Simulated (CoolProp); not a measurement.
Vapour-liquid equilibrium of R143a (1) + R152A (2) at 184 kPa; x and y are mole fractions of (1).

Computed with CoolProp (multi-fluid Helmholtz-energy mixture model, Lemmon and Jacobsen 2000 and Outcalt 1996; pair parameters Bell 2016).

### Question
Give the bubble temperature and the first vapour's composition at x = 0.45, 0.75, 0.95. Is there an azeotrope?

### Answer
x = 0.45: 248.6 K, y = 0.676; x = 0.75: 243.0 K, y = 0.873; x = 0.95: 240.0 K, y = 0.976. No azeotrope shows between x = 0.05 and 0.95.

The pair parameters rest on a limited set of measurements; away from them the model extrapolates.
